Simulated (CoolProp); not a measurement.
Saturation properties of toluene.

Model: reference Helmholtz-energy equation of state, Lemmon 2006, in CoolProp. It is a short technical equation, of lower accuracy than the large ones.

| T (°C) | p (kPa) | surface tension (mN/m) | vapour viscosity (µPa s) |
|---|---|---|---|
| 115.25 | 115.4 | 17.4 | 8.90 |
| 126.95 | 157.7 | 16.1 | 9.15 |
| 138.65 | 211.2 | 14.8 | … |
| 150.35 | 277.6 | 13.6 | 9.65 |
| 162.15 | … | … | … |
| 173.85 | 458.0 | 11.2 | 10.2 |
| 185.55 | 575.4 | 10.0 | 10.4 |
| 197.25 | … | 8.92 | 10.7 |
| 209.05 | 878.1 | 7.82 | 11.0 |

Question: Fill in the missing entries.

Answer: 
- 138.65, vapour viscosity (µPa s): 9.40
- 162.15, p (kPa): 359.6
- 162.15, surface tension (mN/m): 12.4
- 162.15, vapour viscosity (µPa s): 9.91
- 197.25, p (kPa): 714.2

It boils at 110.6 °C under 1 atm.

Viscosity comes from a separate model (Avgeri 2015). Surface tension comes from a separate correlation (Mulero 2012).
